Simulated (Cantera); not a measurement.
Charge: 1 mol FeS₂, 0.97 mol H₂S, 7.8 mol O₂, 1.2 mol SO₃, at 1.00 bar.

Method: chemical equilibrium by Gibbs-energy minimisation in Cantera with the NASA 1993 tables (ideal gas, pure condensed phases). Candidate condensed phases: Fe, FeO, Fe(OH)₂, Fe(OH)₃, FeS, FeSO₄, FeS₂, Fe₂O₃, Fe₂(SO₄)₃, Fe₃O₄, H₂O, H₂SO₄, S; 22 gas species. Equilibrium is a limit: real reactors are often held back by kinetics, nucleation or transport.

Which condensed phases are stable at each of these points (T (°C)): 402, 477, 552, 627, 702, 777, 852, 927, 1002, 1077, 1152, 1227, 1302, 1377?


| T (°C) | condensed phases | Fe condensed (%) |
|---|---|---|
| 402 | Fe₂(SO₄)₃(s) | 100.0 |
| 477 | Fe₂(SO₄)₃(s) | 100.0 |
| 552 | Fe₂(SO₄)₃(s) | 100.0 |
| 627 | Fe₂(SO₄)₃(s) | 100.0 |
| 702 | Fe₂(SO₄)₃(s) | 100.0 |
| 777 | Fe₂O₃(s) | 100.0 |
| 852 | Fe₂O₃(s) | 100.0 |
| 927 | Fe₂O₃(s) | 100.0 |
| 1002 | Fe₂O₃(s) | 100.0 |
| 1077 | Fe₂O₃(s) | 100.0 |
| 1152 | Fe₂O₃(s) | 100.0 |
| 1227 | Fe₂O₃(s) | 100.0 |
| 1302 | Fe₂O₃(s) | 100.0 |
| 1377 | Fe₂O₃(s) | 100.0 |

From 402 °C to 702 °C the condensed part is Fe₂(SO₄)₃(s). From 777 °C to 1377 °C the condensed part is Fe₂O₃(s).
